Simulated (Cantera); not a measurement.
Gas-phase reforming

An isothermal, constant-pressure homogeneous reactor starts with CH4 : CO2 : H2 = 1 : 0.38 : 0.25 (molar parts), at 1825 K and 1.01 bar.

Detailed kinetics in Cantera: GRI-Mech 3.0 (53 species, 325 reactions). GRI-Mech 3.0 stops at C3 and has no aromatics, soot or wall deposition, so with more carbon than oxygen in the feed, carbon stays in small species such as C2H2 where larger ones or solid carbon would form.

```tsv
t (s)	x CH4	x CO2	x H2	x H	x C2H2
6.00e-6	0.612	0.233	0.154	1.40e-5	1.58e-8
1.97e-5	0.609	0.233	0.155	3.55e-5	2.85e-6
6.45e-5	0.594	0.231	0.164	7.28e-5	0.000293
0.000212	0.521	0.220	0.216	0.000119	0.00996
0.000694	0.361	0.184	0.341	0.000170	0.0629
0.00228	0.188	0.119	0.455	0.000230	0.125
0.00747	0.0697	0.0363	0.495	0.000283	0.161
0.0245	0.0270	0.00886	0.529	0.000324	0.161
0.0803	0.0179	0.00583	0.573	0.000339	0.137
0.263	0.0115	0.00195	0.617	0.000348	0.110
0.864	0.00800	9.53e-5	0.636	0.000352	0.0992
2.83	0.00778	1.62e-7	0.637	0.000352	0.0987
9.30	0.00778	1.55e-7	0.637	0.000352	0.0987
30.5	0.00778	1.55e-7	0.637	0.000352	0.0987
100	0.00778	1.55e-7	0.637	0.000352	0.0987
```
x: mole fraction; the columns are a selection and need not sum to one.

Equilibrium at this temperature and pressure: CH4 0.00778, CO2 1.56e-7, H2 0.637, H 0.000352, C2H2 0.0987 (gas phase only).
